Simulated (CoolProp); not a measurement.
Values from CoolProp's reference Helmholtz-energy equation of state, de Reuck 1993.

For methanol, give the phase and the cp (kJ/(kg K)), speed of sound (m/s) at 542.6 K and 0.465 MPa; 561.9 K and 0.465 MPa; 620 K and 0.465 MPa.


- 542.6 K and 0.465 MPa: gas; cp 2.04, speed of sound 398
- 561.9 K and 0.465 MPa: gas; cp 2.07, speed of sound 405
- 620 K and 0.465 MPa: gas; cp 2.18, speed of sound 424
